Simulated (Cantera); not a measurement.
Input: 1 mol V₂O₅, 1900 mol H₂, 0.36 mol H₂O, held at 0.540 bar.

Method: chemical equilibrium by Gibbs-energy minimisation in Cantera with the NASA 1993 tables (ideal gas, pure condensed phases). Candidate condensed phases: H₂O, V, VO, V₂O₃, V₂O₄, V₂O₅; 12 gas species. VO: taken at fixed stoichiometry. Condensed phases not in the tables: the oxides between V₂O₃ and V₂O₅ other than VO₂. The numbers say what is thermodynamically allowed, not how fast it happens.

log p: log10 of the partial pressure in bar; n: condensed amount in mol.

| T (K) | log p H₂ | log p H₂O | log p H | log p VO | log p VO₂ | n V₂O₃(s) | n VO(s) |
|---|---|---|---|---|---|---|---|
| 850 | -0.27 | -3.17 | ? | <-12 | <-12 | 1.00 | 0 |
| 1000 | -0.27 | -3.17 | ? | <-12 | <-12 | 1.00 | 0 |
| 1150 | -0.27 | -3.17 | ? | <-12 | <-12 | 1.00 | 0 |
| 1300 | -0.27 | -3.17 | ? | <-12 | -12.21 | 1.00 | 0 |
| 1450 | -0.27 | -3.02 | ? | -10.91 | -10.24 | 0 | 2.00 |
| 1600 | -0.27 | -3.02 | ? | -9.12 | -8.81 | 0 | 2.00 |
| 1750 | -0.27 | -3.02 | ? | -7.65 | -7.64 | 0 | 2.00 |
| 1900 | -0.27 | -3.02 | ? | -6.42 | -6.66 | 0 | 2.00 |

Problem. What belongs in the gaps?

Solution. 
- 850, log p H: -10.82
- 1000, log p H: -8.78
- 1150, log p H: -7.26
- 1300, log p H: -6.09
- 1450, log p H: -5.16
- 1600, log p H: -4.40
- 1750, log p H: -3.77
- 1900, log p H: -3.23
